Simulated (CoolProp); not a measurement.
Saturation properties of 1,2-dichloroethane (Tc = 561.6 K, pc = 5.226 MPa, ω = 0.269).

Model: reference Helmholtz-energy equation of state, Thol 2015, in CoolProp.

```
T (K)   p (MPa)  liquid density (kg/m³)  vapour density (kg/m³)  enthalpy of vaporisation (kJ/kg)  liquid cp (kJ/(kg K))
-----  --------  ----------------------  ----------------------  --------------------------------  ---------------------
279.7  0.004068                    1272                       …                             363.5                  1.291
298.1   0.01049                    1245                  0.4210                             354.6                  1.303
316.4   0.02370                       …                  0.9004                             345.5                  1.318
334.8   0.04844                    1191                       …                             336.1                  1.337
353.1   0.09053                    1162                   3.137                             326.3                  1.360
371.5    0.1580                    1133                   5.279                             315.8                  1.386
389.8    0.2590                    1102                   8.402                             304.6                  1.414
408.2    0.4046                    1069                   12.84                                 …                  1.445
426.5    0.6043                    1034                   18.91                                 …                  1.480
```

Problem. Complete the blanks.

Solution. 
- 279.7, vapour density (kg/m³): 0.1735
- 316.4, liquid density (kg/m³): 1219
- 334.8, vapour density (kg/m³): 1.752
- 408.2, enthalpy of vaporisation (kJ/kg): 292.5
- 426.5, enthalpy of vaporisation (kJ/kg): 279.5

It boils at 356.6 K under 1 atm.
